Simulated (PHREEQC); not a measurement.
1 g of hydrous ferric oxide (600 m²/g; 0.2 weak and 0.005 strong sites per Fe, Dzombak-Morel constants, diffuse double layer) in 1 kg of water with 0.005 mol/kgw of an inert sodium salt and 0.013 mmol/kgw MgCl2, at 25 °C; the pH is set by adding NaOH or the inert anion's acid. Oxygen is held at 0.21 atm. No CO2 enters from the air. Nothing may precipitate in this run.

The numbers come from PHREEQC with the ion-association model, wateq4f.dat.

| pH | Mg sorbed (%) | surface charge σ (C/m²) | surface potential ψ (mV) |
|---|---|---|---|
| 4 | 0.0 | 0.188 | 192 |
| 4.38 | 0.0 | 0.146 | 180 |
| 5.12 | 0.0 | 0.084 | 153 |
| 5.5 | 0.0 | 0.060 | 137 |
| 5.88 | 0.0 | 0.043 | 119 |
| 6.62 | 0.5 | 0.020 | 82 |
| 7 | 2.8 | 0.013 | 62 |
| 7.38 | 13.5 | 0.007 | 41 |
| 8.12 | 81.0 | 0.000 | 0 |
| 8.5 | 95.9 | -0.004 | -21 |
| 8.88 | 99.2 | -0.008 | -43 |
| 9.62 | 100.0 | -0.020 | -83 |
| 10 | 100.0 | -0.030 | -102 |
